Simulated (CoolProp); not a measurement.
Vapour-liquid equilibrium of diethyl ether (1) + benzene (2) at 326.3 K; x and y are mole fractions of (1).

Model: multi-fluid Helmholtz-energy mixture model, Thol 2014 and Thol 2012; pair parameters Bell 2016, in CoolProp.

| x | bubble pressure, mixture model (MPa) | bubble pressure, Raoult's law (MPa) | y, mixture model | y, Raoult's law |
|---|---|---|---|---|
| 0.05 | 0.04798 | 0.04814 | 0.190 | 0.196 |
| 0.2 | 0.06949 | 0.07028 | 0.523 | 0.536 |
| 0.35 | 0.09104 | 0.09242 | 0.700 | 0.713 |
| 0.5 | 0.1128 | 0.1146 | 0.811 | 0.822 |
| 0.65 | 0.1350 | 0.1367 | 0.888 | 0.896 |
| 0.8 | 0.1576 | 0.1588 | 0.944 | 0.949 |
| 0.95 | 0.1806 | 0.1810 | 0.988 | 0.989 |

The largest gap from Raoult's law is -1.6 % in bubble pressure, at x = 0.5. No azeotrope shows between x = 0.05 and 0.95.

Pair parameters are fitted to limited data, so mixtures are less certain than the pure fluids.
